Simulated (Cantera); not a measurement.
Feed: 1 mol C3H6, 0.13 mol CO2, 0.049 mol H2O, at 898.15 K and 14.0 Pa.

These are equilibrium values from Cantera (NASA tables, ideal gas, pure condensed phases), not measurements of a reactor. Candidate condensed phases: C, C6H6, C7H8, C8H18, H2O; 110 gas species. Equilibrium is a limit: real reactors are often held back by kinetics, nucleation or transport.

Base state: H2 0.908, CO 0.0920, CH4 3.69e-5, H2O 2.95e-5 (mole fractions); condensed: C(graphite).

Problem. What changes in the equilibrium state with this change: temperature from 898.15 K to 2675 K?

Solution. 
```
species            before     after
----------------  -------  --------
H                 8.86e-9     0.851
CO                 0.0920    0.0472
C3                  <1e-9    0.0450
H2                  0.908    0.0380
C                   <1e-9    0.0112
C2                  <1e-9   0.00428
C2H                 <1e-9   0.00186
C2H2 (acetylene)    <1e-9  0.000819
C5                  <1e-9  0.000273
C(graphite), mol     2.82      1.76
```
